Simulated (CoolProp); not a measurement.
Saturation properties of R245ca.

The numbers come from the reference Helmholtz-energy equation of state, Zhou 2016 in CoolProp.

```csv
T (K),p (MPa),liquid cp (kJ/(kg K)),vapour Z
325,0.2558,1.426,0.9247
328.1,0.2817,1.432,0.9194
331.1,0.3086,1.438,0.9141
334.2,0.3384,1.445,0.9083
337.3,0.3704,1.452,0.9023
340.3,0.4034,1.459,0.8962
343.4,0.4399,1.466,0.8897
346.4,0.4776,1.473,0.8832
349.5,0.5190,1.481,0.8761
352.6,0.5631,1.490,0.8689
355.6,0.6084,1.498,0.8615
```

It boils at 298.4 K under 1 atm.
